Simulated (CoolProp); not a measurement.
Vapour-liquid equilibrium of dimethyl carbonate (1) + n-octane (2) at 411.1 K; x and y are mole fractions of (1).

Model: multi-fluid Helmholtz-energy mixture model, Zhou 2011 and Beckmüller 2019; pair parameters Bell 2016, in CoolProp.

| x | bubble pressure, mixture model (MPa) | bubble pressure, Raoult's law (MPa) | y, mixture model | y, Raoult's law |
|---|---|---|---|---|
| 0.05 | 0.1800 | 0.1528 | 0.241 | 0.124 |
| 0.15 | 0.2432 | 0.1766 | 0.477 | 0.322 |
| 0.25 | 0.2889 | 0.2003 | 0.591 | 0.473 |
| 0.35 | 0.3210 | 0.2241 | 0.659 | 0.591 |
| 0.45 | 0.3436 | 0.2479 | 0.705 | 0.687 |
| 0.55 | 0.3596 | 0.2717 | 0.742 | 0.767 |
| 0.65 | 0.3715 | 0.2955 | 0.776 | 0.833 |
| 0.75 | 0.3804 | 0.3193 | 0.813 | 0.890 |
| 0.85 | 0.3857 | 0.3430 | 0.863 | 0.938 |
| 0.95 | 0.3843 | 0.3668 | 0.941 | 0.981 |

The largest gap from Raoult's law is +44.2 % in bubble pressure, at x = 0.25. y crosses x between x = 0.85 and 0.95: the model has an azeotrope there.

The pair parameters rest on a limited set of measurements; away from them the model extrapolates.
